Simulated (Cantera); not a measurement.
A closed system holds: 1 mol Fe(CO)5, 1.3 mol H2, 4.1 mol N2, equilibrated at 0.100 bar.

Cantera equilibrium calculation (NASA polynomials, part measured and part estimated; ideal gas, pure solids and liquids). Candidate condensed phases: C, C6H6, C7H8, C8H18, Fe, Fe(CO)5, FeO, Fe(OH)2, Fe(OH)3, Fe2O3, Fe3O4, H2O; 140 gas species. Condensed phases not in the tables: cementite and carbon dissolved in iron. Kinetics and transport are ignored.

**Question.** At 1325 K, list the 7 most abundant gas species with their mole fractions, and the condensed phases.

**Answer.** CO 0.481, N2 0.394, H2 0.125, CO2 8.92e-5, HCN 5.79e-5, H2O 4.32e-5, CH4 1.05e-5. Condensed: C(graphite) + Fe(γ).
